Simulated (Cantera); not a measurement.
Cantera run, input and output.

```python
import numpy as np
import cantera as ct

gas = ct.Solution("gri30.yaml")
gas.TPX = 1400, 100000, {'NO': 1, 'N2': 0.79}
reactor = ct.IdealGasConstPressureReactor(gas, energy="off", clone=False)
net = ct.ReactorNet([reactor])
net.rtol, net.atol = 1e-08, 1e-18
show = ['NO', 'N2', 'O2', 'N2O', 'O', 'NO2']
times = np.geomspace(1e-05, 200, 11)

steps = ct.SolutionArray(gas, extra=["t"])
rows = []
print(f"{'t/s':>10s}{'T/K':>9s}{'P/Pa':>11s}" + "".join(f"{s:>11s}" for s in show))
for t in times:
    while net.time < t:
        t_next = net.step()
        steps.append(gas.state, t=t_next)
    rows.append([np.interp(t, steps.t, y) for y in (steps.T, steps.P, *steps(*show).X.T)])
    print(f"{t:10.3e}{rows[-1][0]:9.1f}{rows[-1][1]:11.4g}" + "".join(f"{x:11.3e}" for x in rows[-1][2:]))
rate = np.gradient(steps.T, steps.t)
print("integrator steps:", len(steps.t))
if steps.T.max() > steps.T[0] + 200:
    print(f"time of steepest temperature rise: {steps.t[rate.argmax()]:.4e} s")
gas.TPX = 1400, 100000, {'NO': 1, 'N2': 0.79}
gas.equilibrate("TP")
print(f"equilibrium (TP): T = {gas.T:.1f} K  " + "  ".join(f"{s} {gas[s].X[0]:.3e}" for s in show))
```

Output:

```
       t/s      T/K       P/Pa         NO         N2         O2        N2O          O        NO2
 1.000e-05   1400.0      1e+05  5.587e-01  4.413e-01  3.085e-13  7.198e-09  3.589e-09  3.610e-09
 5.372e-05   1400.0      1e+05  5.587e-01  4.413e-01  3.042e-12  3.866e-08  4.499e-09  3.417e-08
 2.885e-04   1400.0      1e+05  5.587e-01  4.413e-01  2.213e-11  2.075e-07  4.525e-09  2.034e-07
 1.550e-03   1400.0      1e+05  5.587e-01  4.413e-01  2.428e-10  1.109e-06  4.663e-09  1.117e-06
 8.326e-03   1400.0      1e+05  5.586e-01  4.413e-01  5.331e-09  5.810e-06  5.408e-09  6.161e-06
 4.472e-02   1400.0      1e+05  5.586e-01  4.414e-01  2.309e-07  2.736e-05  9.547e-09  3.655e-05
 2.402e-01   1400.0      1e+05  5.582e-01  4.415e-01  2.140e-05  8.024e-05  3.024e-08  2.226e-04
 1.290e+00   1400.0      1e+05  5.565e-01  4.423e-01  6.491e-04  9.554e-05  5.309e-08  4.572e-04
 6.931e+00   1400.0      1e+05  5.484e-01  4.463e-01  4.501e-03  9.267e-05  8.018e-08  7.039e-04
 3.723e+01   1400.0      1e+05  5.089e-01  4.660e-01  2.374e-02  7.956e-05  1.550e-07  1.303e-03
 2.000e+02   1400.0      1e+05  3.675e-01  5.366e-01  9.398e-02  4.127e-05  2.958e-07  1.826e-03
integrator steps: 1060
equilibrium (TP): T = 1400.0 K  NO 8.024e-04  N2 7.203e-01  O2 2.789e-01  N2O 4.870e-08  O 5.030e-07  NO2 6.847e-06
```

Cantera simulation using GRI-Mech 3.0 (53 species, 325 reactions); the numbers are that mechanism's predictions, not measurements.
